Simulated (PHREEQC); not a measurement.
Buffer: speciation

A solution holds 1.26 mmol/kgw NaHSO4 and 40 mmol/kgw Na2SO4, at 25 °C. Closed to the air; pH follows from the charge balance.

The numbers come from PHREEQC with the ion-association model, wateq4f.dat.

This is a speciation only: nothing precipitates in the calculation.

**Question.** Predict the pH, ionic strength.

**Answer.** pH 3.35; ionic strength 0.113 mol/kgw.

**Question.** In which forms is Na present?

**Answer.** Na+ 94 %, NaSO4- 6.0 % of the Na.
